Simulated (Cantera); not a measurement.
Feed: 1 mol SO2, 9.3 mol H2O, 0.39 mol N2, at 0.133 bar.

These are equilibrium values from Cantera (NASA tables, ideal gas, pure condensed phases), not measurements of a reactor. Candidate condensed phases: H2O, H2SO4, S; 35 gas species. Rates play no part. All values below are at 2323 K.

Base state: H2O 0.790, SO2 0.0871, H2 0.0396, N2 0.0348, OH 0.0197, O2 0.0166, H 0.00594, SO 0.00341 (mole fractions); condensed: gas only.

Q: What changes in the equilibrium state with this change: H2O from 9.3 to 0.12 mol?

A: 
| species | before | after |
|---|---|---|
| SO2 | 0.0871 | 0.621 |
| N2 | 0.0348 | 0.252 |
| H2O | 0.790 | 0.0702 |
| H2 | 0.0396 | 0.00396 |
| SO | 0.00341 | 0.0274 |
| OH | 0.0197 | 0.00553 |
| O2 | 0.0166 | 0.0132 |
| S2 | 4.63e-7 | 3.77e-5 |
| S2O | 1.40e-7 | 1.01e-5 |
| S | 3.67e-5 | 0.000331 |
| SO3 | 1.06e-5 | 6.73e-5 |
| H | 0.00594 | 0.00188 |
